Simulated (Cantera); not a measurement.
Input (Python, Cantera):

```python
import numpy as np
import cantera as ct

gas = ct.Solution("gri30.yaml")
gas.TPX = 1750, 2666, {'CH4': 1, 'N2': 16}
reactor = ct.IdealGasConstPressureReactor(gas, energy="off", clone=False)
net = ct.ReactorNet([reactor])
net.rtol, net.atol = 1e-08, 1e-18
show = ['CH4', 'C2H4', 'C2H6', 'CH2', 'H', 'H2']
times = np.geomspace(1e-06, 4, 9)

steps = ct.SolutionArray(gas, extra=["t"])
rows = []
print(f"{'t/s':>10s}{'T/K':>9s}{'P/Pa':>11s}" + "".join(f"{s:>11s}" for s in show))
for t in times:
    while net.time < t:
        t_next = net.step()
        steps.append(gas.state, t=t_next)
    rows.append([np.interp(t, steps.t, y) for y in (steps.T, steps.P, *steps(*show).X.T)])
    print(f"{t:10.3e}{rows[-1][0]:9.1f}{rows[-1][1]:11.4g}" + "".join(f"{x:11.3e}" for x in rows[-1][2:]))
rate = np.gradient(steps.T, steps.t)
print("integrator steps:", len(steps.t))
if steps.T.max() > steps.T[0] + 200:
    print(f"time of steepest temperature rise: {steps.t[rate.argmax()]:.4e} s")
gas.TPX = 1750, 2666, {'CH4': 1, 'N2': 16}
gas.equilibrate("TP")
print(f"equilibrium (TP): T = {gas.T:.1f} K  " + "  ".join(f"{s} {gas[s].X[0]:.3e}" for s in show))
```

It prints:

```
       t/s      T/K       P/Pa        CH4       C2H4       C2H6        CH2          H         H2
 1.000e-06   1750.0       2666  5.882e-02  3.102e-17  9.427e-18  2.076e-16  3.655e-08  1.054e-09
 6.687e-06   1750.0       2666  5.882e-02  6.696e-15  3.375e-15  6.182e-14  2.093e-07  4.220e-08
 4.472e-05   1750.0       2666  5.882e-02  4.840e-12  1.835e-12  1.292e-11  6.124e-07  1.069e-06
 2.991e-04   1750.0       2666  5.880e-02  4.735e-09  7.574e-10  6.456e-10  6.673e-07  1.059e-05
 2.000e-03   1750.0       2666  5.867e-02  1.772e-06  1.312e-07  2.105e-08  7.705e-07  7.803e-05
 1.337e-02   1750.0       2666  5.675e-02  4.481e-04  7.653e-06  6.426e-07  6.044e-06  1.610e-03
 8.944e-02   1750.0       2666  2.230e-02  8.595e-04  7.667e-06  1.660e-06  1.136e-04  4.997e-02
 5.981e-01   1750.0       2666  2.040e-03  1.151e-05  1.468e-07  4.945e-07  2.749e-04  8.015e-02
 4.000e+00   1750.0       2666  1.162e-04  2.081e-06  8.417e-10  5.954e-08  4.031e-04  8.293e-02
integrator steps: 1173
equilibrium (TP): T = 1750.0 K  CH4 4.214e-06  C2H4 4.473e-07  C2H6 1.680e-12  CH2 2.277e-09  H 4.136e-04  H2 8.310e-02
```

Model: GRI-Mech 3.0 (53 species, 325 reactions), integrated in Cantera. GRI-Mech 3.0 stops at C3 and has no aromatics, soot or wall deposition, so with more carbon than oxygen in the feed, carbon stays in small species such as C2H2 where larger ones or solid carbon would form. Radical loss at walls, strong at low pressure, is not modelled.
